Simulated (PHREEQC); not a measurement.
Dissolve 0.0052 mol MnSO4 and 0.024 mol NH4HCO3 per kg of water at 25 °C. Closed to the air; pH follows from the charge balance.

All values are PHREEQC results (ion-association model, phreeqc.dat), not measurements.

Each row changes one thing in this solution. No solid was allowed to form.

| case | pH | ionic strength (mol/kgw) | NH4+ (mol/kgw) | HCO3- (mol/kgw) | SO4-2 (mol/kgw) | CO2 (mol/kgw) |
|---|---|---|---|---|---|---|
| as made | 7.36 | 0.0345 | 0.0231 | 0.0193 | 0.00421 | 0.00161 |
| MnSO4 replaced by Li2SO4 at the same molality | [?] | 0.0376 | 0.0227 | 0.0232 | 0.00446 | 0.000735 |
| MnSO4 from 0.0052 to 0.00104 mol/kgw | [?] | 0.0254 | 0.0234 | 0.0222 | 0.000882 | 0.00101 |
| NH4HCO3 from 0.024 to 0.0024 mol/kgw | [?] | 0.0179 | 0.00231 | 0.00166 | 0.00414 | 0.000211 |
| 0.00053 mol/kgw Na2SO4 added | 7.36 | 0.0359 | 0.0231 | 0.0194 | 0.00464 | 0.00160 |

Question: Fill in the missing entries.

Answer: 
- MnSO4 replaced by Li2SO4 at the same molality, pH: 7.77
- MnSO4 from 0.0052 to 0.00104 mol/kgw, pH: 7.63
- NH4HCO3 from 0.024 to 0.0024 mol/kgw, pH: 7.19

Some of these states are supersaturated (in Rhodochrosite, for instance). Carbamate, which ammonia and carbonate form, is missing from the database.
